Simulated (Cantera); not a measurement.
# Ignition delay

Mixture: 5.46 % CH3OH, 19.5 % O2, 73.1 % N2, 1.96 % H2O, at 1.00 bar, adiabatic and at constant volume. Ignition delay is the time to a rise of 400 K.

Cantera simulation using GRI-Mech 3.0 (53 species, 325 reactions); the numbers are that mechanism's predictions, not measurements. GRI-Mech 3.0 was tuned for natural gas; its chemistry of methanol as a main component is partial and can be far from experiment.

| T0 (K) | delay (ms) |
|---|---|
| 1200 | 10.6 |
| 1275 | 3.35 |
| 1350 | 1.24 |
| 1425 | 0.531 |
| 1500 | 0.254 |
| 1575 | 0.134 |

- apparent activation energy between 1425 and 1575 K = 170 kJ/mol
